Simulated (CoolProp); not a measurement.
Vapour-liquid equilibrium of m-xylene (1) + n-decane (2) at 1240 kPa; x and y are mole fractions of (1).

Values from CoolProp's multi-fluid Helmholtz-energy mixture model, Zhou 2012 and Lemmon 2006; pair parameters Bell 2016.

Give the bubble temperature and the first vapour's composition at x = 0.15, 0.35, 0.95. Is there an azeotrope?

x = 0.15: 572.4 K, y = 0.199; x = 0.35: 563.4 K, y = 0.437; x = 0.95: 539.8 K, y = 0.967. No azeotrope shows between x = 0.05 and 0.95.

The pair parameters rest on a limited set of measurements; away from them the model extrapolates.
